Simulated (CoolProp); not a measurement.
Vapour-liquid equilibrium of ethanol (1) + n-nonane (2) at 132.75 °C; x and y are mole fractions of (1).

Model: multi-fluid Helmholtz-energy mixture model, Schroeder 2014 and Lemmon 2006; pair parameters Bell 2016, in CoolProp.

| x | bubble pressure, mixture model (bar) | bubble pressure, Raoult's law (bar) | y, mixture model | y, Raoult's law |
|---|---|---|---|---|
| 0.05 | 1.641 | 0.8922 | 0.626 | 0.347 |
| 0.15 | 3.104 | 1.451 | 0.807 | 0.641 |
| 0.25 | … | 2.009 | 0.854 | 0.771 |
| 0.35 | 4.526 | 2.568 | 0.876 | 0.845 |
| 0.45 | 4.853 | 3.126 | 0.888 | 0.892 |
| 0.55 | … | 3.685 | 0.898 | 0.925 |
| 0.65 | 5.284 | 4.244 | 0.908 | 0.949 |
| 0.75 | 5.501 | 4.802 | 0.921 | 0.968 |
| 0.85 | 5.755 | 5.361 | 0.941 | 0.983 |
| 0.95 | 6.047 | 5.919 | … | 0.995 |

Fill in the missing entries.


- 0.25, bubble pressure, mixture model (bar): 3.994
- 0.55, bubble pressure, mixture model (bar): 5.083
- 0.95, y, mixture model: 0.975

The largest gap from Raoult's law is +113.9 % in bubble pressure, at x = 0.15. No azeotrope shows between x = 0.05 and 0.95.

The pair parameters rest on a limited set of measurements; away from them the model extrapolates. With so large a gap from Raoult's law the liquid may split in two, which this calculation doesn't test in full.
